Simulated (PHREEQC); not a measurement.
Model water analysis in mg/L, 25 °C, pH 6.93, pe -0.6: Na 0.772; K 12.3; Ca 68.4; Mg 8.58; Cl 30.2; S(6) as SO4 10.1; Alkalinity as HCO3 70.5; F 1.25.

Valence states are taken as typed.

Equilibrium calculation in PHREEQC: ion-association model, wateq4f.dat.

```json
{
 "ionic_strength": "0.00542 mol/kgw",
 "charge_balance_error": "33.0 %"
}
```

```json
[
 {"species": "Ca+2", "molality": "0.00167", "activity": "0.00123", "log γ": "-0.133"},
 {"species": "HCO3-", "molality": "0.00113", "activity": "0.00105", "log γ": "-0.033"},
 {"species": "Cl-", "molality": "0.000852", "activity": "0.000787", "log γ": "-0.035"},
 {"species": "Mg+2", "molality": "0.000345", "activity": "0.000255", "log γ": "-0.131"},
 {"species": "K+", "molality": "0.000315", "activity": "0.000291", "log γ": "-0.035"},
 {"species": "CO2", "molality": "0.000277", "activity": "0.000277", "log γ": "0.001"},
 {"species": "SO4-2", "molality": "8.58e-5", "activity": "6.30e-5", "log γ": "-0.134"},
 {"species": "F-", "molality": "6.40e-5", "activity": "5.91e-5", "log γ": "-0.035"},
 {"species": "Na+", "molality": "3.36e-5", "activity": "3.10e-5", "log γ": "-0.034"},
 {"species": "CaHCO3+", "molality": "1.78e-5", "activity": "1.65e-5", "log γ": "-0.033"},
 {"species": "CaSO4", "molality": "1.54e-5", "activity": "1.55e-5", "log γ": "0.001"}
]
```

Precipitation was switched off in this run. Species that the database lacks are ignored.
